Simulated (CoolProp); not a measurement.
Vapour-liquid equilibrium of dimethyl ether (1) + methanol (2) at 0.115 MPa; x and y are mole fractions of (1).

Model: multi-fluid Helmholtz-energy mixture model, Wu 2011 and de Reuck 1993; pair parameters Bell 2016, in CoolProp.

```tsv
x	bubble temperature, mixture model (K)	bubble temperature, Raoult's law (K)	y, mixture model	y, Raoult's law
0.05	311.3	324.5	0.724	0.513
0.15	…	301.6	…	0.850
0.25	271.3	287.7	0.973	0.937
0.35	265.5	278.3	0.982	0.968
0.45	…	271.4	…	0.983
0.55	…	266.1	0.989	0.990
0.65	…	261.8	0.991	0.994
0.75	256.3	258.2	0.993	0.997
0.85	254.5	255.2	0.995	0.998
0.95	252.5	252.5	0.998	1.000
```

**Question.** Fill in the missing entries.

**Answer.** 
- 0.15, bubble temperature, mixture model (K): 282.7
- 0.15, y, mixture model: 0.942
- 0.45, bubble temperature, mixture model (K): 262.0
- 0.45, y, mixture model: 0.986
- 0.55, bubble temperature, mixture model (K): 259.7
- 0.65, bubble temperature, mixture model (K): 257.9

The largest gap from Raoult's law is -18.9 K in bubble temperature, at x = 0.15. No azeotrope shows between x = 0.05 and 0.95.

The pair parameters rest on a limited set of measurements; away from them the model extrapolates. With so large a gap from Raoult's law the liquid may split in two, which this calculation doesn't test in full.
